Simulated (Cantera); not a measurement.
A Cantera script and its output.

```python
import numpy as np
import cantera as ct

gas = ct.Solution("gri30.yaml")
gas.TPX = 650, 610000, {'CH4': 1, 'C2H6': 0.17, 'C3H8': 0.46, 'O2': 3.26, 'N2': 9.79, 'CO2': 1.1}
flame = ct.FreeFlame(gas, width=0.011)
flame.set_refine_criteria(ratio=3, slope=0.08, curve=0.16)
flame.transport_model = "mixture-averaged"
flame.solve(loglevel=0, auto=True)
z, T = flame.grid, flame.T
thick = (T[-1] - T[0]) / np.gradient(T, z).max()
show = ['CH4', 'C2H6', 'C3H8', 'C2H2', 'C2H4', 'O2']
print(f"laminar burning velocity  {flame.velocity[0] * 100:.3f} cm/s")
print(f"burnt temperature         {T[-1]:.1f} K")
print(f"thermal thickness         {thick * 1e3:.4f} mm")
print(f"grid points               {len(z)}")
z0 = z[flame.heat_release_rate.argmax()]
print(f"{'z/mm':>9s}{'T/K':>9s}{'u/(m/s)':>9s}" + "".join(f"{s:>11s}" for s in show))
rows = []
for k in (-3, -2, -1.5, -1, -0.5, -0.25, 0, 0.25, 0.5, 1, 2, 4, 8):
    zz = z0 + k * thick
    rows.append([k * thick, np.interp(zz, z, T), np.interp(zz, z, flame.velocity),
                 *(np.interp(zz, z, flame.X[gas.species_index(s)]) for s in show)])
    print(f"{rows[-1][0] * 1e3:9.3f}{rows[-1][1]:9.1f}{rows[-1][2]:9.3f}" + "".join(f"{x:11.3e}" for x in rows[-1][3:]))
```

It prints:

```
laminar burning velocity  48.965 cm/s
burnt temperature         2224.9 K
thermal thickness         0.1141 mm
grid points               134
     z/mm      T/K  u/(m/s)        CH4       C2H6       C3H8       C2H2       C2H4         O2
   -0.342    650.8    0.492  6.300e-02  1.072e-02  2.903e-02  5.600e-07  2.942e-06  2.055e-01
   -0.228    656.8    0.500  6.228e-02  1.065e-02  2.886e-02  6.155e-06  3.335e-05  2.036e-01
   -0.171    675.5    0.518  6.102e-02  1.054e-02  2.862e-02  2.866e-05  1.588e-04  2.003e-01
   -0.114    777.7    0.606  5.645e-02  9.998e-03  2.743e-02  2.051e-04  1.167e-03  1.867e-01
   -0.057   1187.0    0.960  4.148e-02  7.079e-03  1.743e-02  1.324e-03  7.033e-03  1.345e-01
   -0.029   1555.9    1.297  2.780e-02  3.483e-03  4.824e-03  2.887e-03  1.012e-02  8.532e-02
    0.000   1901.9    1.619  1.247e-02  4.429e-04  7.033e-05  4.885e-03  3.922e-03  3.836e-02
    0.029   2088.8    1.791  4.265e-03  3.036e-05  6.880e-08  3.896e-03  5.071e-04  1.396e-02
    0.057   2163.5    1.858  1.712e-03  4.196e-06  1.861e-09  2.372e-03  7.298e-05  4.995e-03
    0.114   2206.6    1.897  5.604e-04  3.195e-07  3.957e-11  1.084e-03  6.127e-06  8.173e-04
    0.228   2221.2    1.910  2.080e-04  2.461e-08  8.744e-13  4.438e-04  7.451e-07  6.219e-05
    0.456   2224.8    1.914  7.728e-05  2.114e-09  2.247e-14  1.504e-04  1.480e-07  5.679e-06
    0.913   2225.2    1.915  1.712e-05  8.784e-11  2.052e-16  2.901e-05  2.299e-08  3.433e-06
```

Cantera simulation using GRI-Mech 3.0 (53 species, 325 reactions); the numbers are that mechanism's predictions, not measurements. GRI-Mech 3.0 was tuned for natural gas; its chemistry of propane as a main component is partial and can be far from experiment. Burning velocities carry a grid error of a few per cent, more on coarse grids.
